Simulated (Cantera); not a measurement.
Cantera run:

```python
import numpy as np
import cantera as ct

gas_names = [...]  # 114 gases of nasa_gas.yaml made of C, Fe, H, O
cond_names = """
    C(gr) C6H6(L) C7H8(L) C8H18(L),n-octa Fe(a) Fe(c) Fe(d) Fe(L) FeC5O5(L) FeO(s) FeO(L) Fe(OH)2(s)
    Fe(OH)3(s) Fe2O3(s) Fe3O4(s) H2O(s) H2O(L)
""".split()


# ... load() reads the species with a 1 bar reference pressure and builds the phases ...
atoms = {
    'Fe(CO)5': {'Fe': 1, 'C': 5, 'O': 5},
    'H2': {'H': 2},
}
top_T = {'C(gr)': 4500, 'Fe2O3(s)': 1830, 'Fe3O4(s)': 1870}  # K; cautious upper limits of use, not melting points


# ... equilibrate(T, P, feed) seeds the gas with the atoms and calls Mixture.equilibrate('TP', solver="vcs", rtol=1e-11, max_steps=5000) ...
results = []
feed = {'Fe(CO)5': 1, 'H2': 0.12}  # mol
P = 880  # Pa
for T in [948, 998, 1048, 1098, 1148, 1198, 1248, 1298, 1348, 1398, 1448]:
    mix = equilibrate(T, P, feed)
    results.append((T, P, feed, dict(zip(mix.species_names, mix.species_moles))))

top = {s: max(r[3][s] / sum(r[3][g] for g in gas_names) for r in results) for s in gas_names}
cols = sorted((s for s in top if top[s] > 1e-06), key=lambda s: -top[s])[:6]
seen = [c for c in cond_names if any(r[3].get(c, 0) > 1e-12 for r in results)]
print("log10 of partial pressures in bar; condensed amounts in mol")
print(f"{'T/K':>10s}" + "".join(f"{s[:9]:>10s}" for s in cols + seen))
for T, P, feed, n in results:
    ng = sum(n[g] for g in gas_names)
    print(f"{T:10.4g}" + "".join(f"{np.log10(max(n[s] / ng * P / 1e5, 1e-99)):10.3f}" for s in cols)
          + "".join(f"{n.get(c, 0):10.4g}" for c in seen))
```

It prints:

```
log10 of partial pressures in bar; condensed amounts in mol
       T/K        CO        H2       CO2       H2O         H        Fe     C(gr)     Fe(a)     Fe(c)
       948    -2.072    -3.683    -3.901    -5.769   -11.122   -14.999   0.07296         1         0
       998    -2.068    -3.685    -4.364    -6.142   -10.510   -13.870   0.02543         1         0
      1048    -2.067    -3.685    -4.787    -6.480    -9.955   -12.853   0.00967         1         0
      1098    -2.066    -3.686    -5.172    -6.788    -9.450   -11.934  0.004007         1         0
      1148    -2.066    -3.686    -5.523    -7.070    -8.988   -11.098  0.001795         1         0
      1198    -2.066    -3.686    -5.843    -7.328    -8.564   -10.334 0.0008618         0         1
      1248    -2.066    -3.686    -6.137    -7.565    -8.173    -9.633 0.0004398         0         1
      1298    -2.066    -3.686    -6.408    -7.783    -7.813    -8.987 0.0002368         0         1
      1348    -2.066    -3.686    -6.657    -7.986    -7.479    -8.390 0.0001337         0         1
      1398    -2.066    -3.686    -6.888    -8.173    -7.168    -7.836 7.845e-05         0         1
      1448    -2.066    -3.686    -7.103    -8.348    -6.878    -7.322 4.732e-05         0         1
```

These are equilibrium values from Cantera (NASA tables, ideal gas, pure condensed phases), not measurements of a reactor. Condensed phases not in the tables: cementite and carbon dissolved in iron.
